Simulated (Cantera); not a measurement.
Feed: 1 mol FeCl₃, 32 mol H₂, at 1627 °C and 2.60 Pa.

These are equilibrium values from Cantera (NASA tables, ideal gas, pure condensed phases), not measurements of a reactor. Candidate condensed phases: Fe, FeCl₂, FeCl₃; 11 gas species. Rates play no part.

Base state: H₂ 0.757, H 0.135, HCl 0.0710, Fe 0.0268, Cl 0.00958, FeCl₂ 5.06e-5 (mole fractions); condensed: gas only.

Task: What changes in the equilibrium state with this change: H₂ from 32 to 4 mol?

Result: 
```json
[
 {"species": "H₂", "before": "0.757", "after": "0.357"},
 {"species": "HCl", "before": "0.0710", "after": "0.339"},
 {"species": "Fe", "before": "0.0268", "after": "0.131"},
 {"species": "FeCl₂", "before": "5.06e-5", "after": "0.0120"},
 {"species": "Cl", "before": "0.00958", "after": "0.0667"},
 {"species": "H", "before": "0.135", "after": "0.0930"},
 {"species": "FeCl", "before": "5.06e-6", "after": "0.000172"}
]
```
